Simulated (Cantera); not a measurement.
Input (Python, Cantera) and output of one run.

```python
import numpy as np
import cantera as ct

gas_names = [...]  # 114 gases of nasa_gas.yaml made of C, Fe, H, O
cond_names = """
    C(gr) C6H6(L) C7H8(L) C8H18(L),n-octa Fe(a) Fe(c) Fe(d) Fe(L) FeC5O5(L) FeO(s) FeO(L) Fe(OH)2(s)
    Fe(OH)3(s) Fe2O3(s) Fe3O4(s) H2O(s) H2O(L)
""".split()


# ... load() reads the species with a 1 bar reference pressure and builds the phases ...
atoms = {
    'Fe(CO)5': {'Fe': 1, 'C': 5, 'O': 5},
    'H2': {'H': 2},
}
top_T = {'C(gr)': 4500, 'Fe2O3(s)': 1830, 'Fe3O4(s)': 1870}  # K; cautious upper limits of use, not melting points


# ... equilibrate(T, P, feed) seeds the gas with the atoms and calls Mixture.equilibrate('TP', solver="vcs", rtol=1e-11, max_steps=5000) ...
results = []
feed = {'Fe(CO)5': 1, 'H2': 0.14}  # mol
T = 1375  # K
P = 2500  # Pa
mix = equilibrate(T, P, feed)
results.append((T, P, feed, dict(zip(mix.species_names, mix.species_moles))))
print(gas.report(threshold=0.0001))
for i in range(1, mix.n_phases):
    print(f"{mix.phase(i).name:16s} {mix.phase_moles(i):12.5e} mol")
```

Output:

```
       temperature   1375 K
          pressure   2500 Pa
           density   0.0059705 kg/m^3
  mean mol. weight   27.303 kg/kmol
   phase of matter   gas

                          1 kg             1 kmol
                     ---------------   ---------------
          enthalpy       -2.6793e+06       -7.3152e+07  J
   internal energy        -3.098e+06       -8.4585e+07  J
           entropy             10079        2.7519e+05  J/K
    Gibbs function       -1.6538e+07       -4.5154e+08  J
 heat capacity c_p            1269.1             34651  J/K
 heat capacity c_v            964.61             26337  J/K

                      mass frac. Y      mole frac. X     chem. pot. / RT
                     ---------------   ---------------   ---------------
                CO            0.9979           0.97271           -39.882
                H2         0.0020109          0.027234           -25.645
     [ +112 minor]        8.7766e-05        5.9734e-05

C(gr)             2.85245e-04 mol
Fe(c)             9.99998e-01 mol
FeC5O5(L)         0.00000e+00 mol
FeO(s)            0.00000e+00 mol
Fe(OH)2(s)        0.00000e+00 mol
Fe(OH)3(s)        0.00000e+00 mol
Fe2O3(s)          0.00000e+00 mol
Fe3O4(s)          0.00000e+00 mol
```

Method: chemical equilibrium by Gibbs-energy minimisation in Cantera with the NASA 1993 tables (ideal gas, pure condensed phases).
